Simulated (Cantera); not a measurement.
Cantera run, input and output.

```python
import numpy as np
import cantera as ct

gas = ct.Solution("gri30.yaml")
gas.TPX = 1173, 2666, {'C3H8': 1, 'H2': 3.4, 'N2': 0.008}
reactor = ct.IdealGasConstPressureReactor(gas, energy="off", clone=False)
net = ct.ReactorNet([reactor])
net.rtol, net.atol = 1e-08, 1e-18
show = ['C3H8', 'H2', 'C2H6', 'C2H', 'C2H2', 'H', 'C2H4']
times = np.geomspace(1e-06, 4, 14)

steps = ct.SolutionArray(gas, extra=["t"])
rows = []
print(f"{'t/s':>10s}{'T/K':>9s}{'P/Pa':>11s}" + "".join(f"{s:>11s}" for s in show))
for t in times:
    while net.time < t:
        t_next = net.step()
        steps.append(gas.state, t=t_next)
    rows.append([np.interp(t, steps.t, y) for y in (steps.T, steps.P, *steps(*show).X.T)])
    print(f"{t:10.3e}{rows[-1][0]:9.1f}{rows[-1][1]:11.4g}" + "".join(f"{x:11.3e}" for x in rows[-1][2:]))
rate = np.gradient(steps.T, steps.t)
print("integrator steps:", len(steps.t))
if steps.T.max() > steps.T[0] + 200:
    print(f"time of steepest temperature rise: {steps.t[rate.argmax()]:.4e} s")
gas.TPX = 1173, 2666, {'C3H8': 1, 'H2': 3.4, 'N2': 0.008}
gas.equilibrate("TP")
print(f"equilibrium (TP): T = {gas.T:.1f} K  " + "  ".join(f"{s} {gas[s].X[0]:.3e}" for s in show))
```

Result:

```
       t/s      T/K       P/Pa       C3H8         H2       C2H6        C2H       C2H2          H       C2H4
 1.000e-06   1173.0       2666  2.269e-01  7.713e-01  2.146e-10  2.819e-32  3.222e-19  1.413e-09  6.235e-10
 3.220e-06   1173.0       2666  2.269e-01  7.713e-01  2.214e-09  1.643e-29  1.176e-17  1.206e-08  7.339e-09
 1.037e-05   1173.0       2666  2.269e-01  7.713e-01  2.255e-08  6.696e-27  5.741e-16  7.558e-08  1.148e-07
 3.339e-05   1173.0       2666  2.268e-01  7.713e-01  2.212e-07  2.475e-24  4.585e-14  3.163e-07  1.791e-06
 1.075e-04   1173.0       2666  2.268e-01  7.713e-01  1.943e-06  1.352e-21  7.075e-12  1.081e-06  2.108e-05
 3.461e-04   1173.0       2666  2.265e-01  7.711e-01  1.323e-05  6.898e-19  1.120e-09  3.442e-06  2.081e-04
 1.115e-03   1173.0       2666  2.244e-01  7.699e-01  7.700e-05  2.192e-16  1.231e-07  9.907e-06  1.862e-03
 3.589e-03   1173.0       2666  2.111e-01  7.618e-01  5.362e-04  2.067e-14  6.546e-06  1.737e-05  1.259e-02
 1.156e-02   1173.0       2666  1.669e-01  7.352e-01  2.050e-03  4.082e-13  1.140e-04  1.900e-05  4.824e-02
 3.721e-02   1173.0       2666  7.655e-02  6.807e-01  3.926e-03  5.039e-12  1.126e-03  2.199e-05  1.208e-01
 1.198e-01   1173.0       2666  7.246e-03  6.398e-01  2.394e-03  2.391e-11  6.377e-03  1.732e-05  1.725e-01
 3.858e-01   1173.0       2666  2.988e-04  6.381e-01  1.055e-03  1.481e-11  1.371e-02  4.978e-06  1.702e-01
 1.242e+00   1173.0       2666  7.306e-06  6.405e-01  6.608e-04  1.013e-11  2.113e-02  2.217e-06  1.618e-01
 4.000e+00   1173.0       2666  1.105e-06  6.456e-01  5.115e-04  1.475e-11  3.566e-02  1.928e-06  1.445e-01
integrator steps: 928
equilibrium (TP): T = 1173.0 K  C3H8 9.049e-08  H2 5.889e-01  C2H6 9.086e-05  C2H 1.236e-11  C2H2 9.418e-02  H 5.578e-07  C2H4 2.740e-02
```

Model: GRI-Mech 3.0 (53 species, 325 reactions), integrated in Cantera. GRI-Mech 3.0 was tuned for natural gas; its chemistry of propane as a main component is partial and can be far from experiment. GRI-Mech 3.0 stops at C3 and has no aromatics, soot or wall deposition, so with more carbon than oxygen in the feed, carbon stays in small species such as C2H2 where larger ones or solid carbon would form. Radical loss at walls, strong at low pressure, is not modelled.
